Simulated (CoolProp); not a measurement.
Properties of carbon dioxide along the isotherm 442.5 K (Tc = 304.1 K, pc = 73.77 bar, ω = 0.224).

Values from CoolProp's reference Helmholtz-energy equation of state, Span 1996.

```
p (bar)          phase       Z  cp (kJ/(kg K))  speed of sound (m/s)  expansivity (1/kK)  conductivity (mW/(m K))
-------  -------------  ------  --------------  --------------------  ------------------  -----------------------
2.33               gas  0.9971          0.9773                 321.7               2.286                     28.2
3.63               gas  0.9955          0.9798                 321.4               2.300                     28.3
5.66               gas  0.9930          0.9837                 321.0               2.323                     28.4
8.81               gas  0.9892          0.9897                 320.5               2.359                        ?
13.7               gas  0.9832          0.9994                 319.6               2.416                     28.7
21.4               gas  0.9738           1.015                 318.3               2.507                     29.1
33.2               gas  0.9597           1.041                 316.5               2.654                     29.6
51.8               gas       ?           1.084                 314.1               2.900                     30.6
80.6     supercritical  0.9055           1.159                 311.5               3.310                     32.3
126      supercritical  0.8600           1.292                 311.5               3.987                     35.6
195      supercritical  0.8122           1.498                 324.1               4.801                     42.5
304      supercritical  0.8063           1.668                 376.4               4.794                     55.1
474      supercritical  0.9098           1.644                 487.2               3.574                     71.8
738      supercritical   1.146               ?                 640.4               2.449                     90.8
```

Problem. What belongs in the gaps?

Solution. 
- 8.81, conductivity (mW/(m K)): 28.5
- 51.8, Z: 0.9378
- 738, cp (kJ/(kg K)): 1.556

Thermal conductivity comes from a separate model (Huber 2016).
